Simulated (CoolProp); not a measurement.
Ammonia at 298.15 K and 0.154 MPa flows at 0.08 m/s in a round tube of 12.7 mm bore and 1.5 µm roughness, fully developed (64/Re and Nu = 3.66 if laminar; Colebrook and Gnielinski if turbulent). Each further row changes one setting.

Model: reference Helmholtz-energy equation of state, Gao 2020, in CoolProp.

```csv
case,Reynolds number,Darcy friction factor,pressure drop (Pa/m),heat-transfer coefficient (W/(m² K)),mass flow (kg/h)
as stated,108,0.590,0.160,7.20,0.0392
velocity 0.16 m/s,217,0.295,0.320,7.20,0.0785
diameter 25.4 mm,217,0.295,0.0400,3.60,0.157
```

Viscosity comes from a separate model (Fenghour 1995). Thermal conductivity comes from a separate model (Tufeu 1984).
